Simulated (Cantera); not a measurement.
Input (Python, Cantera):

```python
import numpy as np
import cantera as ct

gas = ct.Solution("h2o2.yaml")
gas.TPX = 450, 510000, {'H2': 1, 'O2': 0.641, 'N2': 2.41, 'H2O': 0.44}
flame = ct.FreeFlame(gas, width=0.013)
flame.set_refine_criteria(ratio=3, slope=0.08, curve=0.16)
flame.transport_model = "unity-Lewis-number"
flame.solve(loglevel=0, auto=True)
z, T = flame.grid, flame.T
thick = (T[-1] - T[0]) / np.gradient(T, z).max()
show = ['H2', 'O2', 'H2O', 'O', 'HO2', 'H']
print(f"laminar burning velocity  {flame.velocity[0] * 100:.3f} cm/s")
print(f"burnt temperature         {T[-1]:.1f} K")
print(f"thermal thickness         {thick * 1e3:.4f} mm")
print(f"grid points               {len(z)}")
z0 = z[flame.heat_release_rate.argmax()]
print(f"{'z/mm':>9s}{'T/K':>9s}{'u/(m/s)':>9s}" + "".join(f"{s:>11s}" for s in show))
rows = []
for k in (-3, -2, -1.5, -1, -0.5, -0.25, 0, 0.25, 0.5, 1, 2, 4, 8):
    zz = z0 + k * thick
    rows.append([k * thick, np.interp(zz, z, T), np.interp(zz, z, flame.velocity),
                 *(np.interp(zz, z, flame.X[gas.species_index(s)]) for s in show)])
    print(f"{rows[-1][0] * 1e3:9.3f}{rows[-1][1]:9.1f}{rows[-1][2]:9.3f}" + "".join(f"{x:11.3e}" for x in rows[-1][3:]))
```

It prints:

```
laminar burning velocity  168.752 cm/s
burnt temperature         2065.6 K
thermal thickness         0.0501 mm
grid points               108
     z/mm      T/K  u/(m/s)         H2         O2        H2O          O        HO2          H
   -0.150    450.3    1.689  2.226e-01  1.427e-01  9.802e-02  3.218e-10  4.926e-07  1.810e-13
   -0.100    452.3    1.696  2.224e-01  1.426e-01  9.827e-02  3.388e-09  3.322e-06  2.635e-12
   -0.075    458.3    1.718  2.217e-01  1.423e-01  9.907e-02  1.954e-08  1.228e-05  2.782e-11
   -0.050    492.9    1.843  2.179e-01  1.404e-01  1.036e-01  2.348e-07  6.689e-05  1.377e-09
   -0.025    742.9    2.734  1.889e-01  1.260e-01  1.375e-01  1.924e-05  5.454e-04  1.251e-05
   -0.013   1085.9    3.904  1.441e-01  1.042e-01  1.890e-01  3.048e-04  7.387e-04  1.124e-03
    0.000   1460.6    5.112  8.075e-02  7.387e-02  2.572e-01  1.949e-03  3.700e-04  7.613e-03
    0.013   1693.8    5.822  3.800e-02  5.202e-02  3.028e-01  3.628e-03  1.872e-04  1.040e-02
    0.025   1815.3    6.178  2.171e-02  4.304e-02  3.229e-01  3.648e-03  1.148e-04  7.658e-03
    0.050   1926.2    6.496  1.158e-02  3.800e-02  3.386e-01  2.361e-03  6.032e-05  3.411e-03
    0.100   2001.2    6.708  5.505e-03  3.582e-02  3.491e-01  1.080e-03  2.687e-05  1.050e-03
    0.201   2041.0    6.820  2.219e-03  3.501e-02  3.551e-01  4.299e-04  1.061e-05  2.614e-04
    0.401   2058.0    6.868  9.074e-04  3.486e-02  3.578e-01  1.848e-04  4.743e-06  7.060e-05
```

Computed with Cantera and the H2/O2 subset of GRI-Mech 3.0, which has no nitrogen chemistry. The hydrogen kinetics of GRI-Mech 3.0 are dated; newer H2 mechanisms differ, most at raised pressure. Unity Lewis numbers drop preferential diffusion, which matters most where H2 and H carry the flame. Burning velocities carry a grid error of a few per cent, more on coarse grids.
